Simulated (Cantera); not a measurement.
Input: 1 mol HgO, 0.43 mol O2, 66 mol H2, at 975 °C and 0.0120 bar.

These are equilibrium values from Cantera (NASA tables, ideal gas, pure condensed phases), not measurements of a reactor. Candidate condensed phases: H2O, Hg, HgO; 10 gas species. The numbers say what is thermodynamically allowed, not how fast it happens.

Base state: H2 0.957, H2O 0.0278, Hg 0.0149 (mole fractions); condensed: gas only.

### Question
What changes in the equilibrium state with this change: HgO replaced by Hg?

### Answer
```tsv
species	before	after
H2	0.957	0.972
Hg	0.0149	0.0149
H2O	0.0278	0.0128
```

### Question
What changes in the equilibrium state with this change: O2 from 0.43 to 0.07 mol?

### Answer
```csv
species,before,after
H2,0.957,0.968
H2O,0.0278,0.0170
Hg,0.0149,0.0149
```
